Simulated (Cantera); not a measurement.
# Hydrocarbon pyrolysis for carbon deposition

An isothermal, constant-pressure homogeneous reactor starts with C2H6 : N2 = 1 : 6.9 (molar parts), at 1300 K and 0.0750 atm.

Computed with Cantera and GRI-Mech 3.0 (53 species, 325 reactions). GRI-Mech 3.0 stops at C3 and has no aromatics, soot or wall deposition, so with more carbon than oxygen in the feed, carbon stays in small species such as C2H2 where larger ones or solid carbon would form.

```tsv
t (s)	x C2H6	x C2H4	x HCN	x CH2	x H2
2.00e-5	0.127	8.97e-8	<1e-12	1.79e-11	7.37e-8
7.66e-5	0.127	4.69e-6	<1e-12	6.43e-10	4.36e-6
0.000294	0.126	0.000218	8.50e-12	1.17e-8	0.000211
0.00112	0.121	0.00426	6.13e-10	7.22e-8	0.00400
0.00431	0.0944	0.0243	1.87e-9	8.55e-8	0.0231
0.0165	0.0323	0.0658	2.93e-9	5.10e-8	0.0709
0.0632	0.00130	0.0653	3.32e-9	3.47e-9	0.111
0.242	5.71e-5	0.0477	3.28e-9	1.66e-10	0.127
0.928	1.39e-5	0.0306	3.23e-9	4.48e-11	0.142
3.56	5.73e-6	0.00950	3.17e-9	2.81e-11	0.159
13.6	2.88e-6	0.00318	3.15e-9	2.03e-11	0.164
52.2	2.82e-6	0.00313	3.16e-9	2.02e-11	0.165
200	2.73e-6	0.00319	3.21e-9	2.01e-11	0.167
```
x: mole fraction; the columns are a selection and need not sum to one.

Equilibrium at this temperature and pressure: C2H6 1.50e-6, C2H4 0.00215, HCN 0.0773, CH2 1.52e-11, H2 0.182 (gas phase only).
